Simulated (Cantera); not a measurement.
Input: 1 mol HMDSO, 0.15 mol NO, 2.1 mol N₂, at 1.33 mbar.

These are equilibrium values from Cantera (NASA tables, ideal gas, pure condensed phases), not measurements of a reactor. Candidate condensed phases: C, C₆H₆, C₇H₈, C₈H₁₈, H₂O, Si, SiC, SiO₂, Si₂N₂O, Si₃N₄; 151 gas species. The feed counts by its element totals alone. The numbers say what is thermodynamically allowed, not how fast it happens.

Over these rows the condensed part is C(graphite) + SiC(s). Partial pressures as log10 of bar:

```
T (K)  1000/T (1/K)  log p C₂H₂ (acetylene)  log p H₂  log p N₂  log p CO
-----  ------------  ----------------------  --------  --------  --------
1425         0.7018                   -8.46     -3.01     -3.63     -3.91
1475         0.6780                       ?     -3.01     -3.63     -3.91
1525         0.6557                   -7.93     -3.01     -3.63     -3.91
1575         0.6349                   -7.69     -3.01     -3.63     -3.91
1625         0.6154                   -7.46     -3.01     -3.63     -3.91
1675         0.5970                   -7.25     -3.01     -3.63     -3.91
```

Q: Fit log p(C₂H₂ (acetylene)) = a + b·(1000/T) to the five rows, give the apparent enthalpy, and predict the row at 1475 K.

A: Means: 1000/T = 0.6410, log p = -7.758. Sxy = -0.075606, Sxx = 0.0065413, so b = -11.56 and a = -7.758 − (-11.56)×0.6410 = -0.35.
Apparent enthalpy: −19.145 × (-11.56) = 221 kJ/mol. With the condensed phases at unit activity, 2 C(graphite) + H₂(g) = C₂H₂ (acetylene)(g) links this pressure to the main gases: over the six rows their terms move log p by +0.00 in all, so the slope is close to that reaction's ΔH°. The five rows lie within 0.01 of the line.
Prediction at 1475 K: -0.35 + (-11.56)×0.6780 = -8.19. The computed value is -8.19, 0.00 from the line.
